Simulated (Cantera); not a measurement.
Charge: 1 mol Si, 0.6 mol Cl2, 0.077 mol O2, held at 723.15 K and 1 atm.

Method: chemical equilibrium by Gibbs-energy minimisation in Cantera with the NASA 1993 tables (ideal gas, pure condensed phases). Candidate condensed phases: Si, SiO2; 15 gas species. The tables' values for SiCl3 are old estimates; treat these amounts as uncertain. The numbers say what is thermodynamically allowed, not how fast it happens.

Problem. What is the equilibrium state?

Solution. 
| Quantity | Result |
|---|---|
| x(SiCl4) | 1.000 |
| x(SiCl3) | 4.55e-5 |
| n(Si(s)) | 0.623 mol |
| n(SiO2(α-quartz)) | 0.0770 mol |
| gas amount | 0.3000 mol |
